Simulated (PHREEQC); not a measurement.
A solution holds 0.017 mol CaCl2, 0.0001 mol NaHCO3 and 0.0016 mol KCl per kg of water, at 25 °C. Closed to the air; pH follows from the charge balance.

Model: Pitzer model, pitzer.dat, run in PHREEQC.

No solid was allowed to form.

Predict the pH, density, specific conductance.

pH 7.94; density 0.999 g/cm³; specific conductance 3990 µS/cm.

In which forms is C present?

HCO3- 97 %, CO2 2.1 %, CO3-2 0.9 % of the C.

Species that the database lacks are ignored.
